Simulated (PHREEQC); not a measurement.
Solution (25 °C): 0.079 mol/kgw CsOH and 9e-05 mol/kgw NaAlO2. Closed to the air; pH follows from the charge balance.

All values are PHREEQC results (ion-association model, wateq4f.dat), not measurements.

```json
[
 {"quantity": "pH", "before": "12.79", "after": "7.87"},
 {"quantity": "ionic strength (mol/kgw)", "before": "0.0791", "after": "9.01e-5"}
]
```

Question: What was changed between the two runs?
A) NaAlO2 replaced by NaH2PO4 at the same molality
B) CsOH left out
C) temperature from 25 to 85 °C
D) CsOH from 0.079 to 0.79 mol/kgw

Answer: B, CsOH left out

No solid was allowed to form. Some of these states are supersaturated (in Boehmite (slow to form), Gibbsite (slow to form), for instance).
